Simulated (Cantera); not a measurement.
C2F6 + H2 (fluorocarbon and chlorocarbon gases)

Charge: 1 mol C2F6, a varied amount of H2, held at 2000 K and 0.133 bar.

Method: chemical equilibrium by Gibbs-energy minimisation in Cantera with the NASA 1993 tables (ideal gas, pure condensed phases). Candidate condensed phases: C, C6H6, C7H8, C8H18; 95 gas species. The feed counts by its element totals alone. Gases not in the tables: C2F6 and larger saturated fluorocarbons. Rates play no part.

| n(H2) (mol) | x HF | x CF4 | x CF2 | x F | x CF3 | x H2 | x H | n C(graphite) |
|---|---|---|---|---|---|---|---|---|
| 0.097 | 0.116 | 0.847 | 0.0281 | 0.00491 | 0.00424 | 1.86e-9 | 1.92e-7 | 0.525 |
| 0.15 | 0.171 | 0.793 | 0.0272 | 0.00483 | 0.00404 | 4.19e-9 | 2.88e-7 | 0.551 |
| 0.23 | 0.245 | 0.721 | 0.0259 | 0.00472 | 0.00376 | 9.04e-9 | 4.23e-7 | 0.591 |
| 0.35 | 0.340 | 0.628 | 0.0242 | 0.00456 | 0.00339 | 1.87e-8 | 6.08e-7 | 0.651 |
| 0.54 | 0.461 | 0.510 | 0.0218 | 0.00433 | 0.00290 | 3.80e-8 | 8.68e-7 | 0.745 |
| 0.82 | 0.593 | 0.382 | 0.0189 | 0.00402 | 0.00233 | 7.28e-8 | 1.20e-6 | 0.885 |
| 1.3 | 0.746 | 0.234 | 0.0148 | 0.00356 | 0.00162 | 1.47e-7 | 1.71e-6 | 1.13 |
| 1.9 | 0.867 | 0.119 | 0.0105 | 0.00301 | 0.000972 | 2.79e-7 | 2.35e-6 | 1.43 |
| 3 | 1.000 | 1.45e-6 | 3.67e-5 | 0.000178 | 2.01e-7 | 0.000106 | 4.59e-5 | 2.00 |
x: gas mole fraction; n: condensed amount in mol.

From 0.097 mol H2 to 3 mol H2 the condensed part is C(graphite). The main C-bearing gas is CF4 at 0.097 mol H2 and CF2 at 3 mol H2. The share of C in condensed phases is highest at 3 mol H2 (100.0 %) and lowest at 0.097 mol H2 (26.3 %).
